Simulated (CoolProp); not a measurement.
Ethylbenzene at 293.15 K and 9.52 MPa is throttled through a valve to 0.556 MPa with no heat exchange. Each further row changes one setting.

Model: reference Helmholtz-energy equation of state, Zhou 2012, in CoolProp.

| case | temperature change (K) | final density (kg/m³) |
|---|---|---|
| as stated | +4.2 | 864 |
| outlet pressure 0.167 MPa | +4.4 | 863 |
| outlet pressure 0.723 MPa | +4.2 | 864 |
